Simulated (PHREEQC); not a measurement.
Consider water at 36 °C with 0.00073 mol Na2HAsO4, 0.014 mol H2SO4 and 0.14 mol ZnSO4 per kg of water. Closed to the air; pH follows from the charge balance.

Equilibrium calculation in PHREEQC: ion-association model, wateq4f.dat.

Each row changes one thing in this solution. No solid was allowed to form.

| case | pH | ionic strength (mol/kgw) | SO4-2 (mol/kgw) | HSO4- (mol/kgw) | Na+ (mol/kgw) | H3AsO4 (mol/kgw) | SI of Mirabilite (Na2SO4:10H2O) |
|---|---|---|---|---|---|---|---|
| as made | 2.10 | 0.278 | 0.0465 | 0.0167 | 0.00137 | 0.000399 | -7.33 |
| Na2HAsO4 from 0.00073 to 7.3e-05 mol/kgw | 2.08 | 0.277 | ? | 0.0173 | 0.000137 | 4.07e-5 | -9.33 |
| temperature from 36 to 90 °C | 2.53 | 0.268 | 0.0452 | 0.0231 | 0.00136 | 0.000287 | -9.44 |
| ZnSO4 left out | ? | 0.0263 | 0.00607 | 0.00791 | ? | ? | -7.69 |
| H2SO4 from 0.014 to 0.0028 mol/kgw | 2.86 | 0.266 | ? | 0.00297 | 0.00137 | 0.000128 | -7.32 |

Complete the blanks.


- Na2HAsO4 from 0.00073 to 7.3e-05 mol/kgw, SO4-2 (mol/kgw): 0.0462
- ZnSO4 left out, pH: 1.78
- ZnSO4 left out, Na+ (mol/kgw): 0.00144
- ZnSO4 left out, H3AsO4 (mol/kgw): 0.000552
- H2SO4 from 0.014 to 0.0028 mol/kgw, SO4-2 (mol/kgw): 0.0468

Constants without temperature data keep their 25 °C values here. The database has no arsenate complexes of Zn.
